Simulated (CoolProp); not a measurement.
Properties of sulfur hexafluoride along the isobar 51.7 bar.

The numbers come from the reference Helmholtz-energy equation of state, Guder 2009 in CoolProp.

```tsv
T (°C)	phase	cv (kJ/(kg K))	speed of sound (m/s)	Joule-Thomson coefficient (K/MPa)
-19.95	liquid	0.5848	456.8	-0.1419
-7.85	liquid	0.6062	406.4	___
4.35	liquid	0.6277	___	0.08172
16.45	liquid	0.6492	304.2	0.2755
28.55	liquid	___	251.0	0.6005
40.75	liquid	___	193.4	1.269
52.85	supercritical	___	128.6	3.254
64.95	supercritical	___	89.54	8.715
77.05	supercritical	___	99.74	8.367
89.25	supercritical	0.7484	109.8	7.154
101.35	supercritical	0.7518	118.1	6.183
113.45	supercritical	___	125.1	5.426
125.65	supercritical	0.7658	131.3	4.818
137.75	supercritical	0.7741	136.8	4.327
```

Task: Fill in the missing entries.

Result: 
- -7.85, Joule-Thomson coefficient (K/MPa): -0.04861
- 4.35, speed of sound (m/s): 355.5
- 28.55, cv (kJ/(kg K)): 0.6720
- 40.75, cv (kJ/(kg K)): 0.6981
- 52.85, cv (kJ/(kg K)): 0.7363
- 64.95, cv (kJ/(kg K)): 0.7692
- 77.05, cv (kJ/(kg K)): 0.7512
- 113.45, cv (kJ/(kg K)): 0.7581
